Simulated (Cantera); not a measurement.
## Premixed flame

A freely propagating, adiabatic, planar premixed flame of 36.2 % H2, 12.9 % O2, 48.5 % N2, 2.42 % H2O, unburnt at 525 K and 750 Torr; mixture-averaged transport, grid criteria slope 0.08 and curve 0.16, no radiation.

Computed with Cantera and the H2/O2 subset of GRI-Mech 3.0, which has no nitrogen chemistry. Burning velocities carry a grid error of a few per cent, more on coarse grids.

| z (mm) | T (K) | u (m/s) | x H2 | x O2 | x H2O | x O | x H2O2 | x OH |
|---|---|---|---|---|---|---|---|---|
| -1.26 | 525 | 6.81 | 0.362 | 0.129 | 0.0242 | <1e-8 | <1e-8 | <1e-8 |
| -0.843 | 525 | 6.81 | 0.362 | 0.129 | 0.0242 | <1e-8 | <1e-8 | <1e-8 |
| -0.632 | 525 | 6.81 | 0.362 | 0.129 | 0.0242 | <1e-8 | <1e-8 | <1e-8 |
| -0.422 | 525 | 6.81 | 0.362 | 0.129 | 0.0242 | <1e-8 | <1e-8 | <1e-8 |
| -0.211 | 535 | 6.92 | 0.359 | 0.129 | 0.0246 | 3.35e-6 | 2.65e-6 | 1.96e-5 |
| -0.105 | 745 | 9.41 | 0.329 | 0.125 | 0.0417 | 0.000217 | 2.61e-5 | 0.000845 |
| 0 | 1194 | 14.6 | 0.230 | 0.0897 | 0.122 | 0.00376 | 4.69e-6 | 0.00271 |
| 0.105 | 1515 | 18.3 | 0.130 | 0.0314 | 0.230 | 0.00735 | 2.48e-6 | 0.00744 |
| 0.211 | 1661 | 19.9 | 0.104 | 0.0123 | 0.266 | 0.00684 | 1.59e-6 | 0.01000 |
| 0.422 | 1804 | 21.4 | 0.103 | 0.00705 | 0.278 | 0.00571 | 8.90e-7 | 0.0116 |
| 0.843 | 1949 | 22.9 | 0.106 | 0.00498 | 0.287 | 0.00421 | 4.69e-7 | 0.0121 |
| 1.69 | 2087 | 24.2 | 0.109 | 0.00314 | 0.296 | 0.00267 | 2.53e-7 | 0.0113 |
| 3.37 | 2204 | 25.4 | 0.111 | 0.00171 | 0.305 | 0.00145 | 1.45e-7 | 0.00942 |
x: mole fraction of selected species; z is measured from the peak of heat release.

laminar burning velocity: 681 cm/s
thermal thickness: 0.422 mm
peak x(O): 0.00737
peak x(H2O2): 2.64e-5
peak x(OH): 0.0121
grid points: 131
